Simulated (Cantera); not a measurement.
Charge: 1 mol V, a varied amount of O2, 0.39 mol N2, at 7.10e-5 bar.

Equilibrium computed with Cantera from the NASA thermochemical tables; the gas is ideal and each condensed phase is pure. Candidate condensed phases: V, VN, VO, V2O3, V2O4, V2O5; 13 gas species. VO: taken at fixed stoichiometry. Condensed phases not in the tables: the oxides between V2O3 and V2O5 other than VO2. Kinetics and transport are ignored.

**Question.** What condenses at these points (T in °C, n(O2) in mol): (1702, 2.7); (2077, 3); (1627, 3); (1852, 0.86); (2452, 2.7); (1552, 1.2)?

**Answer.** 
| T (°C) | n(O2) in mol | condensed phases | V condensed (%) |
|---|---|---|---|
| 1702 | 2.7 | gas only | 0.0 |
| 2077 | 3 | gas only | 0.0 |
| 1627 | 3 | gas only | 0.0 |
| 1852 | 0.86 | VO | 6.6 |
| 2452 | 2.7 | gas only | 0.0 |
| 1552 | 1.2 | V2O3 | 22.7 |
